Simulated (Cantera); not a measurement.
An isothermal, constant-pressure homogeneous reactor starts with CO : O2 : H2O : N2 = 0.0036 : 0.0056 : 0.0016 : 1 (molar parts), equivalence ratio 0.32, at 1025 K and 1.38 atm.

Cantera simulation using GRI-Mech 3.0 (53 species, 325 reactions); the numbers are that mechanism's predictions, not measurements.

Task: Predict: x(CO) at 4.00 s; x(O2) at 4.00 s; x(H2O) at 4.00 s; x(NO2) at 4.00 s; x(N2O) at 4.00 s.

Result: 
* **x(CO) at 4.00 s**: 0.000506 (gas-phase equilibrium 6.90e-12)
* **x(O2) at 4.00 s**: 0.00402 (gas-phase equilibrium 0.00376)
* **x(H2O) at 4.00 s**: 0.00158 (gas-phase equilibrium 0.00159)
* **x(NO2) at 4.00 s**: 2.37e-9 (gas-phase equilibrium 4.43e-8)
* **x(N2O) at 4.00 s**: 5.29e-7 (gas-phase equilibrium 6.57e-10)
